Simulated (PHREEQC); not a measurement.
Ca(OH)2 is added in steps, without added water, to 1 kg of water holding 0.0031 mol/kgw HF and 6.7e-05 mol/kgw (CH3)4NF, at 25 °C. O2 is buffered at 0.21 atm. CO2 from the air is kept out. Nothing may precipitate in this run.

Base run: PHREEQC, ion-association model, wateq4f.dat. Each further column changes one thing. The table gives CaOH+ (mol/kgw).

```csv
Ca(OH)2 added (mol),base,Debye-Hückel limiting law,metal-ligand complexes left out,Davies equation for every ion
0,0,0,0,0
0.00081,3.01e-13,(withheld),3.07e-13,3.01e-13
0.00162,2.68e-6,(withheld),2.73e-6,2.68e-6
0.002835,7.69e-5,(withheld),7.81e-5,7.65e-5
0.003645,0.000151,(withheld),0.000154,0.000151
0.004455,0.000243,0.000226,0.000246,0.000242
0.005265,0.000350,(withheld),0.000354,0.000347
0.00648,0.000535,(withheld),0.000542,0.000531
0.00729,0.000674,(withheld),0.000682,0.000669
0.0081,0.000824,0.000734,0.000833,0.000817
```

Task: What belongs in the gaps?

Result: 
- 0.00081, Debye-Hückel limiting law: 2.97e-13
- 0.00162, Debye-Hückel limiting law: 2.60e-6
- 0.002835, Debye-Hückel limiting law: 7.32e-5
- 0.003645, Debye-Hückel limiting law: 0.000142
- 0.005265, Debye-Hückel limiting law: 0.000322
- 0.00648, Debye-Hückel limiting law: 0.000486
- 0.00729, Debye-Hückel limiting law: 0.000606

In at least one series the solution becomes supersaturated in solids that the run did not let form, among them Fluorite. (CH3)4N+ isn't in the database: it is added as a free cation with an ion size of 4 Å.
